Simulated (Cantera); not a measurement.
Charge: 1 mol SiF₄, 0.44 mol O₃, 1.5 mol H₂, equilibrated at 775 °C and 1.33 mbar.

Equilibrium computed with Cantera from the NASA thermochemical tables; the gas is ideal and each condensed phase is pure. Rates play no part.

```json
[
 {"species": "O₂", "before": "<1e-9", "after": "0.463"},
 {"species": "HF", "before": "0.715", "after": "0.430"},
 {"species": "SiF₄", "before": "0.150", "after": "0.0641"},
 {"species": "H₂", "before": "0.0591", "after": "<1e-9"},
 {"species": "H₂O", "before": "0.0764", "after": "0.0423"},
 {"species": "SiO₂(β-quartz), mol", "before": "0.544", "after": "0.627"}
]
```
Gas species are given as mole fractions.

**Question.** What was changed between the two runs?
A) H₂ from 1.5 to 15 mol
B) H₂ from 1.5 to 19 mol
C) O₃ from 0.44 to 2.3 mol
D) pressure from 1.33 mbar to 0.120 bar

**Answer.** C, O₃ from 0.44 to 2.3 mol
